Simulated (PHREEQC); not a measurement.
A PHREEQC speciation (ion-association model, wateq4f.dat) at 20 °C gives pH 5.71 and these molalities:

| species | mol/kgw |
|---|---|
| Na+ | 0.197 |
| SO4-2 | 0.119 |
| ZnSO4 | 0.0711 |
| Zn+2 | 0.0674 |
| Zn(SO4)2-2 | 0.0515 |
| NaSO4- | 0.0226 |
| Fe+2 | 0.0159 |
| FeSO4 | 0.0121 |
| ZnOH+ | 8.08e-6 |
| HSO4- | 5.96e-6 |

### Question
What are the element totals, and what could have been dissolved in 1 kg of water to give them?

### Answer
Several could match; the one computed here: totals Fe(2) 0.0280, Na 0.220, S(6) 0.328, Zn 0.190 mol/kgw, from 190 mmol/kgw ZnSO4, 110 mmol/kgw Na2SO4 and 28 mmol/kgw FeSO4.

No solid was allowed to form.
